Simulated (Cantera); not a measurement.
Si + Br2 + N2 (silicon etching in halogen gases)

Input: 1 mol Si, a varied amount of Br2, 81 mol N2, equilibrated at 10.0 mbar.

Equilibrium computed with Cantera from the NASA thermochemical tables; the gas is ideal and each condensed phase is pure. Candidate condensed phases: Br2, Si, Si3N4; 13 gas species. N2 is the only nitrogen source here; it is nearly inert below about 1500 K, so the nitride shown seldom forms there in practice. The tables' values for SiBr3 are old estimates. Rates play no part.

**Question.** Map the stable condensed phases over T = 948, 998, 1048, 1098, 1148, 1198, 1248, 1298, 1348, 1398, 1448, 1498 K and n(Br2) in mol = 0.79, 0.99, 1.2, 1.6, 2, 2.4, 3.1, 3.9.

**Answer.** 
```
T in K \ n(Br2) in mol
         0.79 0.99  1.2  1.6    2  2.4  3.1  3.9
   1498     A    A    A    B    B    B    B    B
   1448     A    A    A    B    B    B    B    B
   1398     A    A    A    B    B    B    B    B
   1348     A    A    A    B    B    B    B    B
   1298     A    A    A    A    B    B    B    B
   1248     A    A    A    A    B    B    B    B
   1198     A    A    A    A    B    B    B    B
   1148     A    A    A    A    A    B    B    B
   1098     A    A    A    A    A    B    B    B
   1048     A    A    A    A    A    B    B    B
    998     A    A    A    A    A    B    B    B
    948     A    A    A    A    A    B    B    B
```
A: Si3N4; B: gas only.
